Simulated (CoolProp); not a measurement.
Vapour-liquid equilibrium of C3F8 (R218) (1) + c-C4F8 (RC318) (2) at -19.05 °C; x and y are mole fractions of (1).

Model: multi-fluid Helmholtz-energy mixture model, Lemmon 2006 and Platzer 1990; pair parameters Bell 2016, in CoolProp. This equation is an older, rougher fit; its heat capacities, sound speeds and derivatives of the liquid may be far off and weren't checked against measurements.

```tsv
x	bubble pressure (MPa)	y at the bubble point	dew pressure at overall composition x (MPa)	liquid density (mol/L)
0.05	0.05912	0.085	0.05820	8.317
0.15	0.06564	0.273	0.06106	8.343
0.25	0.07547	0.458	0.06467	8.360
0.35	0.08855	0.615	0.06920	8.368
0.45	0.1045	0.736	0.07494	8.369
0.55	0.1226	0.825	0.08241	8.360
0.65	0.1421	0.889	0.09246	8.342
0.75	0.1622	0.934	0.1068	8.313
0.85	0.1824	0.967	0.1292	8.273
0.95	0.2022	0.990	0.1712	8.220
```

No azeotrope shows between x = 0.05 and 0.95.

The pair parameters rest on a limited set of measurements; away from them the model extrapolates.
